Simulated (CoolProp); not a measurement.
Vapour-liquid equilibrium of isohexane (1) + benzene (2) at 333.4 K; x and y are mole fractions of (1).

Model: multi-fluid Helmholtz-energy mixture model, Lemmon 2006 and Thol 2012; pair parameters Bell 2016, in CoolProp.

```csv
x,bubble pressure (bar),y at the bubble point,dew pressure at overall composition x (bar),liquid density (mol/L)
0.05,(withheld),0.148,0.5473,10.45
0.2,0.7236,0.393,0.6160,9.758
0.35,0.8090,0.532,(withheld),9.145
0.5,(withheld),0.639,0.7895,8.598
0.65,0.9231,0.741,0.8778,8.107
0.8,0.9664,0.847,0.9486,7.664
0.95,1.003,0.960,1.000,7.263
```

Problem. Complete the blanks.

Solution. 
- 0.05, bubble pressure (bar): 0.5906
- 0.35, dew pressure at overall composition x (bar): 0.6978
- 0.5, bubble pressure (bar): 0.8720

No azeotrope shows between x = 0.05 and 0.95.

Pair parameters are fitted to limited data, so mixtures are less certain than the pure fluids.
